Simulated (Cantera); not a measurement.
Input (Python, Cantera):

```python
import numpy as np
import cantera as ct

gas = ct.Solution("gri30.yaml")
gas.TPX = 975, 101325, {'CH4': 1, 'H2': 0.047, 'O2': 2.25, 'N2': 6.52, 'CO2': 1.5}
reactor = ct.IdealGasConstPressureReactor(gas, energy="on", clone=False)
net = ct.ReactorNet([reactor])
net.rtol, net.atol = 1e-08, 1e-16
show = ['CH4', 'H2', 'O2', 'H', 'CO2', 'HCN']
times = np.geomspace(1e-06, 2, 11)

steps = ct.SolutionArray(gas, extra=["t"])
rows = []
print(f"{'t/s':>10s}{'T/K':>9s}{'P/Pa':>11s}" + "".join(f"{s:>11s}" for s in show))
for t in times:
    while net.time < t:
        t_next = net.step()
        steps.append(gas.state, t=t_next)
    rows.append([np.interp(t, steps.t, y) for y in (steps.T, steps.P, *steps(*show).X.T)])
    print(f"{t:10.3e}{rows[-1][0]:9.1f}{rows[-1][1]:11.4g}" + "".join(f"{x:11.3e}" for x in rows[-1][2:]))
rate = np.gradient(steps.T, steps.t)
print("integrator steps:", len(steps.t))
if steps.T.max() > steps.T[0] + 200:
    print(f"time of steepest temperature rise: {steps.t[rate.argmax()]:.4e} s")
gas.TPX = 975, 101325, {'CH4': 1, 'H2': 0.047, 'O2': 2.25, 'N2': 6.52, 'CO2': 1.5}
gas.equilibrate("HP")
print(f"equilibrium (HP): T = {gas.T:.1f} K  " + "  ".join(f"{s} {gas[s].X[0]:.3e}" for s in show))
```

It prints:

```
       t/s      T/K       P/Pa        CH4         H2         O2          H        CO2        HCN
 1.000e-06    975.0  1.013e+05  8.836e-02  4.153e-03  1.988e-01  2.415e-13  1.325e-01  1.472e-34
 4.267e-06    975.0  1.013e+05  8.836e-02  4.153e-03  1.988e-01  5.725e-13  1.325e-01  2.650e-33
 1.821e-05    975.0  1.013e+05  8.836e-02  4.153e-03  1.988e-01  7.399e-13  1.325e-01  5.049e-32
 7.768e-05    975.0  1.013e+05  8.836e-02  4.153e-03  1.988e-01  1.057e-12  1.325e-01  9.531e-31
 3.314e-04    975.0  1.013e+05  8.836e-02  4.153e-03  1.988e-01  2.431e-12  1.325e-01  1.824e-29
 1.414e-03    975.0  1.013e+05  8.836e-02  4.153e-03  1.988e-01  8.696e-12  1.325e-01  3.992e-28
 6.034e-03    975.0  1.013e+05  8.836e-02  4.153e-03  1.988e-01  4.668e-11  1.325e-01  1.629e-26
 2.575e-02    975.0  1.013e+05  8.836e-02  4.151e-03  1.988e-01  1.364e-09  1.325e-01  6.233e-23
 1.099e-01    976.1  1.013e+05  8.819e-02  4.120e-03  1.987e-01  4.253e-09  1.325e-01  3.071e-20
 4.687e-01   2407.2  1.013e+05  3.081e-17  3.721e-03  2.885e-02  1.005e-03  1.924e-01  4.768e-11
 2.000e+00   2405.8  1.013e+05  3.102e-17  3.723e-03  2.843e-02  9.988e-04  1.924e-01  5.352e-11
integrator steps: 2670
time of steepest temperature rise: 4.1445e-01 s
equilibrium (HP): T = 2405.8 K  CH4 4.196e-17  H2 3.723e-03  O2 2.843e-02  H 9.988e-04  CO2 1.924e-01  HCN 5.352e-11
```

Cantera simulation using GRI-Mech 3.0 (53 species, 325 reactions); the numbers are that mechanism's predictions, not measurements. Below about 1000 K GRI-Mech 3.0 lacks low-temperature oxidation paths.
